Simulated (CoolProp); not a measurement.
Properties of R124 along the isotherm 169.05 °C.

Model: reference Helmholtz-energy equation of state, de Vries 1995, in CoolProp.

| p (bar) | phase | density (kg/m³) | cv (kJ/(kg K)) | Joule-Thomson coefficient (K/MPa) | viscosity (µPa s) | Prandtl number |
|---|---|---|---|---|---|---|
| 6.97 | gas | 27.12 | 0.8627 | 6.977 | 19.1 | 0.681 |
| 13.9 | gas | 56.96 | 0.8721 | 7.327 | 19.2 | 0.694 |
| 20.9 | gas | 90.76 | 0.8825 | 7.713 | 19.6 | 0.716 |
| 27.9 | gas | 129.4 | 0.8940 | 8.124 | 20.2 | 0.750 |
| 34.9 | gas | 174.4 | 0.9064 | 8.535 | 21.1 | 0.803 |
| 41.8 | supercritical | 227.6 | 0.9197 | 8.872 | 22.6 | 0.888 |
| 48.8 | supercritical | 293.8 | 0.9335 | 8.986 | 25.0 | 1.03 |
| 55.8 | supercritical | 376.1 | 0.9458 | 8.575 | 29.0 | 1.27 |
| 62.7 | supercritical | 470.7 | 0.9525 | 7.425 | 34.9 | 1.59 |
| 69.7 | supercritical | 565.5 | 0.9515 | 5.814 | 42.4 | 1.88 |
| 76.7 | supercritical | 643.7 | 0.9461 | 4.374 | 49.9 | 2.06 |
| 83.6 | supercritical | 702.8 | 0.9405 | 3.353 | 56.4 | 2.14 |
| 90.6 | supercritical | 749.3 | 0.9358 | 2.642 | 62.0 | 2.20 |

Viscosity comes from a separate model (Bell 2016), an estimate that may be off by 10 % or more. Thermal conductivity comes from a separate model (Huber 2003), an estimate that may be off by 10 % or more.
